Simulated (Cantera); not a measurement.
A closed system holds: 1 mol Si, 2.5 mol N2O, 38 mol H2, at 0.210 Pa.

Method: chemical equilibrium by Gibbs-energy minimisation in Cantera with the NASA 1993 tables (ideal gas, pure condensed phases). Candidate condensed phases: H2O, Si, SiO2, Si2N2O, Si3N4; 35 gas species. The tables hold silica as quartz up to 1696 K and as liquid above; real silica turns to tridymite and cristobalite and melts near 1996 K. Rates play no part.

Problem. Which condensed phases are stable at each of these points (T (K)): 1050, 1125, 1200, 1275, 1350, 1425, 1500, 1575, 1650, 1725, 1800, 1875, 1950, 2025?

Solution. 
```tsv
T (K)	condensed phases	Si condensed (%)
1050	SiO2(β-quartz)	100.0
1125	SiO2(β-quartz)	100.0
1200	SiO2(β-quartz)	100.0
1275	SiO2(β-quartz)	99.9
1350	SiO2(β-quartz)	98.1
1425	SiO2(β-quartz)	81.6
1500	SiO2(β-quartz)	11.0
1575	gas only	0.0
1650	gas only	0.0
1725	gas only	0.0
1800	gas only	0.0
1875	gas only	0.0
1950	gas only	0.0
2025	gas only	0.0
```

From 1050 K to 1500 K the condensed part is SiO2(β-quartz). From 1575 K to 2025 K nothing is condensed.
